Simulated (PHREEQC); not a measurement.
PHREEQC input (ion-association model, wateq4f.dat):

```
SOLUTION_MASTER_SPECIES
  An  An-  0  An  62.0  # stands for a non-complexing anion
SOLUTION_SPECIES
  An- = An-
    -log_k 0
    -gamma 3.0 0
PHASES
  Fix_H+
    H+ = H+
    -log_k 0
SOLUTION 1
  temp 25
  units mmol/kgw
  pH 7 charge
  Na 300
  An 300
END
SELECTED_OUTPUT 1
  -reset false
  -pH true
  -pe true
  -ionic_strength true
  -water true
  -totals Na
  -molalities Hfo_wOH Hfo_wOH2+ Hfo_wO- Hfo_sOH Hfo_sOH2+ Hfo_sO-
USER_PUNCH 1
  -headings sigma psi
  10 PUNCH EDL("sigma", "Hfo"), EDL("psi", "Hfo")
PRINT
  -reset false
USE solution 1
SURFACE 1
  Hfo_wOH 2.69663e-05 600 0.012
  Hfo_sOH 6.74157e-07
EQUILIBRIUM_PHASES 1
  Fix_H+ -3 HAn 10
    -force_equality true
  O2(g) -0.68 10
END
# ... the last block is repeated for the other 16 points of pH, with NaOH or the acid as the point needs
```

Selected output (columns that matter, 17 of 17 rows; pH added in front):

```
pH	mu	Na	m_Hfo_wOH	m_Hfo_wOH2+	m_Hfo_wO-	m_Hfo_sOH	m_Hfo_sOH2+	m_Hfo_sO-	sigma	psi
3	0.30129	0.3	1.821e-07	2.6784e-05	2.8364e-11	4.5526e-09	6.696e-07	7.0909e-13	0.36793	0.12556
3.5	0.30042	0.3	5.54e-07	2.6412e-05	2.6621e-10	1.385e-08	6.603e-07	6.6552e-12	0.36282	0.12492
4	0.30014	0.3	1.5617e-06	2.5402e-05	2.1995e-09	3.9043e-08	6.3506e-07	5.4987e-11	0.34892	0.12297
4.5	0.30005	0.3	3.7655e-06	2.3187e-05	1.4009e-08	9.4136e-08	5.7967e-07	3.5022e-10	0.31832	0.11835
5	0.30002	0.3	7.2613e-06	1.9644e-05	6.1491e-08	1.8153e-07	4.9109e-07	1.5373e-09	0.269	0.1099
5.5	0.30001	0.3	1.1276e-05	1.5502e-05	1.8789e-07	2.819e-07	3.8756e-07	4.6973e-09	0.21037	0.097711
6	0.30001	0.3	1.4886e-05	1.1645e-05	4.3593e-07	3.7214e-07	2.9112e-07	1.0898e-08	0.15397	0.08262
6.5	0.3	0.3	1.7608e-05	8.5248e-06	8.332e-07	4.4021e-07	2.1312e-07	2.083e-08	0.10566	0.065369
7	0.3	0.3	1.9374e-05	6.2072e-06	1.3853e-06	4.8435e-07	1.5518e-07	3.4632e-08	0.066238	0.046397
7.5	0.3	0.3	2.0333e-05	4.5525e-06	2.0805e-06	5.0833e-07	1.1381e-07	5.2012e-08	0.033958	0.026026
8	0.3	0.3	2.0689e-05	3.3547e-06	2.9229e-06	5.1722e-07	8.3868e-08	7.3072e-08	0.0059324	0.004737
8.5	0.30001	0.30001	2.0554e-05	2.4309e-06	3.9814e-06	5.1385e-07	6.0772e-08	9.9534e-08	-0.021299	-0.016733
9	0.30002	0.30002	1.9883e-05	1.6742e-06	5.4093e-06	4.9707e-07	4.1855e-08	1.3523e-07	-0.051309	-0.037584
9.5	0.30005	0.30005	1.8497e-05	1.0575e-06	7.4118e-06	4.6242e-07	2.6437e-08	1.853e-07	-0.087289	-0.057214
10	0.30015	0.30016	1.6203e-05	5.9131e-07	1.0172e-05	4.0508e-07	1.4783e-08	2.5429e-07	-0.1316	-0.075259
10.5	0.30047	0.30048	1.295e-05	2.7966e-07	1.3737e-05	3.2374e-07	6.9915e-09	3.4342e-07	-0.18486	-0.091359
11	0.30148	0.30149	9.009e-06	1.0415e-07	1.7853e-05	2.2523e-07	2.6036e-09	4.4633e-07	-0.24382	-0.10488
```

The oxide is taken as insoluble; below pH 4 it would dissolve.
